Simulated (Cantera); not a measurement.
# Adiabatic ignition

An adiabatic, constant-pressure homogeneous reactor starts with 16.3 % CH₄, 2.93 % H₂, 16.9 % O₂, 63.9 % N₂, at 1300 K and 1200000 Pa.

Computed with Cantera and GRI-Mech 3.0 (53 species, 325 reactions). The pressure lies above the range GRI-Mech 3.0 was tuned for (to about 10 atm).

```json
[
 {"t (s)": "7.00e-6", "T (K)": "1300", "x CH₄": "0.163", "x H₂": "0.0293", "x O₂": "0.169", "x C₂H": "<1e-12", "x H₂O": "4.40e-7", "x C₂H₆": "1.95e-9", "x OH": "2.22e-9"},
 {"t (s)": "1.61e-5", "T (K)": "1300", "x CH₄": "0.163", "x H₂": "0.0293", "x O₂": "0.169", "x C₂H": "<1e-12", "x H₂O": "3.14e-6", "x C₂H₆": "4.61e-8", "x OH": "8.27e-9"},
 {"t (s)": "3.70e-5", "T (K)": "1300", "x CH₄": "0.163", "x H₂": "0.0292", "x O₂": "0.169", "x C₂H": "<1e-12", "x H₂O": "3.72e-5", "x C₂H₆": "2.57e-6", "x OH": "5.64e-8"},
 {"t (s)": "8.49e-5", "T (K)": "1303", "x CH₄": "0.162", "x H₂": "0.0291", "x O₂": "0.169", "x C₂H": "<1e-12", "x H₂O": "0.000522", "x C₂H₆": "0.000107", "x OH": "2.36e-7"},
 {"t (s)": "0.000195", "T (K)": "1316", "x CH₄": "0.160", "x H₂": "0.0288", "x O₂": "0.167", "x C₂H": "<1e-12", "x H₂O": "0.00281", "x C₂H₆": "0.000587", "x OH": "4.44e-7"},
 {"t (s)": "0.000448", "T (K)": "1564", "x CH₄": "0.120", "x H₂": "0.0374", "x O₂": "0.131", "x C₂H": "2.71e-10", "x H₂O": "0.0468", "x C₂H₆": "0.00335", "x OH": "1.35e-5"},
 {"t (s)": "0.00103", "T (K)": "2393", "x CH₄": "1.07e-6", "x H₂": "0.170", "x O₂": "6.32e-7", "x C₂H": "4.22e-10", "x H₂O": "0.135", "x C₂H₆": "<1e-12", "x OH": "0.000266"},
 {"t (s)": "0.00237", "T (K)": "2394", "x CH₄": "3.40e-9", "x H₂": "0.170", "x O₂": "6.36e-7", "x C₂H": "<1e-12", "x H₂O": "0.135", "x C₂H₆": "<1e-12", "x OH": "0.000267"},
 {"t (s)": "0.00544", "T (K)": "2394", "x CH₄": "3.32e-9", "x H₂": "0.170", "x O₂": "6.38e-7", "x C₂H": "<1e-12", "x H₂O": "0.135", "x C₂H₆": "<1e-12", "x OH": "0.000267"},
 {"t (s)": "0.0125", "T (K)": "2394", "x CH₄": "3.30e-9", "x H₂": "0.170", "x O₂": "6.39e-7", "x C₂H": "<1e-12", "x H₂O": "0.135", "x C₂H₆": "<1e-12", "x OH": "0.000267"},
 {"t (s)": "0.0287", "T (K)": "2394", "x CH₄": "3.30e-9", "x H₂": "0.170", "x O₂": "6.39e-7", "x C₂H": "<1e-12", "x H₂O": "0.135", "x C₂H₆": "<1e-12", "x OH": "0.000267"},
 {"t (s)": "0.0660", "T (K)": "2394", "x CH₄": "3.30e-9", "x H₂": "0.170", "x O₂": "6.39e-7", "x C₂H": "<1e-12", "x H₂O": "0.135", "x C₂H₆": "<1e-12", "x OH": "0.000267"},
 {"t (s)": "0.152", "T (K)": "2394", "x CH₄": "3.30e-9", "x H₂": "0.170", "x O₂": "6.39e-7", "x C₂H": "<1e-12", "x H₂O": "0.135", "x C₂H₆": "<1e-12", "x OH": "0.000267"},
 {"t (s)": "0.348", "T (K)": "2394", "x CH₄": "3.30e-9", "x H₂": "0.170", "x O₂": "6.39e-7", "x C₂H": "<1e-12", "x H₂O": "0.135", "x C₂H₆": "<1e-12", "x OH": "0.000267"},
 {"t (s)": "0.800", "T (K)": "2394", "x CH₄": "3.30e-9", "x H₂": "0.170", "x O₂": "6.39e-7", "x C₂H": "<1e-12", "x H₂O": "0.135", "x C₂H₆": "<1e-12", "x OH": "0.000267"}
]
```
x: mole fraction; the columns are a selection and need not sum to one.

| Property | Value |
|---|---|
| time of steepest temperature rise | 0.474 ms |
| temperature at 0.800 s | 2394 K |
| equilibrium temperature | 2394 K |
| x(CH₄) at 0.800 s | 3.30e-9 (gas-phase equilibrium 3.71e-9) |
| x(H₂) at 0.800 s | 0.170 (gas-phase equilibrium 0.170) |
| x(O₂) at 0.800 s | 6.39e-7 (gas-phase equilibrium 6.39e-7) |
